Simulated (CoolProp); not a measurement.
Vapour-liquid equilibrium of dimethyl ether (1) + n-hexane (2) at 62.85 °C; x and y are mole fractions of (1).

The numbers come from the multi-fluid Helmholtz-energy mixture model, Wu 2011 and Thol 2019; pair parameters Bell 2016 in CoolProp.

```
x     bubble pressure, mixture model (bar)  bubble pressure, Raoult's law (bar)  y, mixture model  y, Raoult's law
----  ------------------------------------  -----------------------------------  ----------------  ---------------
0.05                                 1.668                                1.570             0.504            0.492
0.15                                 3.314                                3.030             0.762            0.764
0.25                                 4.887                                4.491             0.847            0.860
0.35                                 6.357                                5.951             0.890            0.908
0.45                                 7.728                                7.412             0.917            0.938
0.55                                 9.027                                8.872             0.936            0.957
0.65                                 10.30                                10.33             0.951            0.972
0.75                                 11.61                                11.79             0.965            0.982
0.85                                 13.02                                13.25             0.978            0.990
0.95                                 14.58                                14.71             0.992            0.997
```

The largest gap from Raoult's law is +9.4 % in bubble pressure, at x = 0.15. No azeotrope shows between x = 0.05 and 0.95.

Pair parameters are fitted to limited data, so mixtures are less certain than the pure fluids. The gap from Raoult's law changes sign with composition, which may be real or a fault of the pair parameters; it wasn't checked against measurements.
